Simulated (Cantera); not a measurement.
**Thermodynamics of boron, boron nitride and boron oxide, feed B₂H₆ + H₂O + N₂**

Input: 1 mol B₂H₆, 2.7 mol H₂O, a varied amount of N₂, at 1852 °C and 38.0 Pa.

Method: chemical equilibrium by Gibbs-energy minimisation in Cantera with the NASA 1993 tables (ideal gas, pure condensed phases). Candidate condensed phases: B, BN, B₂O₃, B₃O₃H₃, H₂O; 39 gas species. The feed counts by its element totals alone. Kinetics and transport are ignored.

```json
[
 {"n(N₂) (mol)": "0.54", "x N₂": "0.0657", "x H₂": "0.579", "x H": "0.142", "x BO": "0.0949", "x HBO₂": "0.0429", "x B₂O₃": "0.0334", "x HBO": "0.0299", "x H₂O": "0.00694"},
 {"n(N₂) (mol)": "1.1", "x N₂": "0.125", "x H₂": "0.538", "x H": "0.137", "x BO": "0.0900", "x HBO₂": "0.0403", "x B₂O₃": "0.0308", "x HBO": "0.0274", "x H₂O": "0.00662"},
 {"n(N₂) (mol)": "2.2", "x N₂": "0.221", "x H₂": "0.473", "x H": "0.128", "x BO": "0.0818", "x HBO₂": "0.0359", "x B₂O₃": "0.0266", "x HBO": "0.0233", "x H₂O": "0.00609"},
 {"n(N₂) (mol)": "4.4", "x N₂": "0.360", "x H₂": "0.379", "x H": "0.115", "x BO": "0.0694", "x HBO₂": "0.0295", "x B₂O₃": "0.0208", "x HBO": "0.0177", "x H₂O": "0.00528"},
 {"n(N₂) (mol)": "8.8", "x N₂": "0.525", "x H₂": "0.270", "x H": "0.0968", "x BO": "0.0539", "x HBO₂": "0.0219", "x B₂O₃": "0.0142", "x HBO": "0.0116", "x H₂O": "0.00425"},
 {"n(N₂) (mol)": "18", "x N₂": "0.687", "x H₂": "0.166", "x H": "0.0759", "x BO": "0.0374", "x HBO₂": "0.0142", "x B₂O₃": "0.00815", "x HBO": "0.00632", "x H₂O": "0.00312"},
 {"n(N₂) (mol)": "35", "x N₂": "0.805", "x H₂": "0.0943", "x H": "0.0572", "x BO": "0.0245", "x HBO₂": "0.00860", "x B₂O₃": "0.00428", "x HBO": "0.00311", "x H₂O": "0.00218"},
 {"n(N₂) (mol)": "71", "x N₂": "0.888", "x H₂": "0.0468", "x H": "0.0403", "x BO": "0.0145", "x HBO₂": "0.00459", "x B₂O₃": "0.00193", "x HBO": "0.00130", "x H₂O": "0.00138"}
]
```
x: gas mole fraction; nothing condenses.

From 0.54 mol N₂ to 71 mol N₂ nothing is condensed. The main B-bearing gas is BO throughout.
